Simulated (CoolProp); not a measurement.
Vapour-liquid equilibrium of R114 (1) + n-hexane (2) at 1.07 bar; x and y are mole fractions of (1).

Computed with CoolProp (multi-fluid Helmholtz-energy mixture model, Platzer 1990 and Thol 2019; pair parameters Bell 2016). This equation is an older, rougher fit; its heat capacities, sound speeds and derivatives of the liquid may be far off and weren't checked against measurements.

**Question.** Give the bubble temperature and the first vapour's composition at x = 0.15, 0.25, 0.75. Is there an azeotrope?

**Answer.** x = 0.15: 313.5 K, y = 0.685; x = 0.25: 303.5 K, y = 0.808; x = 0.75: 283.9 K, y = 0.961. No azeotrope shows between x = 0.05 and 0.95.

Pair parameters are fitted to limited data, so mixtures are less certain than the pure fluids.
